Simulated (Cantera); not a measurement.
Charge: 1 mol SiH₄, 0.88 mol O₂, 8.7 mol N₂, at 7000 Pa.

Cantera equilibrium calculation (NASA polynomials, part measured and part estimated; ideal gas, pure solids and liquids). Candidate condensed phases: H₂O, Si, SiO₂, Si₂N₂O, Si₃N₄; 35 gas species. The tables hold silica as quartz up to 1696 K and as liquid above; real silica turns to tridymite and cristobalite and melts near 1996 K. Rates play no part. All values below are at 1477 °C.

Base state: N₂ 0.795, H₂ 0.182, SiO 0.0220, H 0.000376, H₂O 9.50e-5 (mole fractions); condensed: SiO₂(condensed).

Task: What changes in the equilibrium state with this change: pressure from 7000 Pa to 13300 Pa?

Result: 
```
species                 before     after
--------------------  --------  --------
N₂                       0.795     0.804
H₂                       0.182     0.185
SiO                     0.0220    0.0106
H                     0.000376  0.000274
H₂O                    9.50e-5  0.000105
SiO₂(condensed), mol     0.759     0.801
Si₂N₂O(s), mol               0    0.0422
```
Mutual solubility and eutectic melting of coexisting phases are not modelled.

Task: What changes in the equilibrium state with this change: O₂ from 0.88 to 17 mol?

Result: 
```json
[
 {"species": "O₂", "before": "<1e-9", "after": "0.581"},
 {"species": "N₂", "before": "0.795", "after": "0.336"},
 {"species": "H₂O", "before": "9.50e-5", "after": "0.0772"},
 {"species": "H₂", "before": "0.182", "after": "1.28e-5"},
 {"species": "SiO", "before": "0.0220", "after": "1.90e-9"},
 {"species": "NO", "before": "<1e-9", "after": "0.00379"},
 {"species": "O", "before": "<1e-9", "after": "0.000216"},
 {"species": "OH", "before": "1.15e-8", "after": "0.00111"},
 {"species": "SiO₂(condensed), mol", "before": "0.759", "after": "1.000"}
]
```
